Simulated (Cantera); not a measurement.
A closed system holds: 1 mol SiO₂, 1.8 mol H₂, 0.76 mol H₂O, at 1323.15 K and 100000 Pa.

Method: chemical equilibrium by Gibbs-energy minimisation in Cantera with the NASA 1993 tables (ideal gas, pure condensed phases). Candidate condensed phases: H₂O, Si, SiO₂; 18 gas species. The tables hold silica as quartz up to 1696 K and as liquid above; real silica turns to tridymite and cristobalite and melts near 1996 K. Gases not in the tables: Si(OH)₄. Kinetics and transport are ignored.

Base state: H₂ 0.703, H₂O 0.297 (mole fractions); condensed: SiO₂(β-quartz).

Q: What changes in the equilibrium state with this change: temperature from 1323.15 K to 2023.15 K?

A: 
```json
[
 {"species": "H₂", "before": "0.703", "after": "0.701"},
 {"species": "H₂O", "before": "0.297", "after": "0.297"},
 {"species": "H", "before": "1.33e-6", "after": "0.00159"},
 {"species": "SiO", "before": "<1e-9", "after": "0.000243"},
 {"species": "OH", "before": "8.15e-9", "after": "7.02e-5"},
 {"species": "SiO₂(β-quartz), mol", "before": "1.00", "after": "0"},
 {"species": "SiO₂(l), mol", "before": "0", "after": "0.999"}
]
```
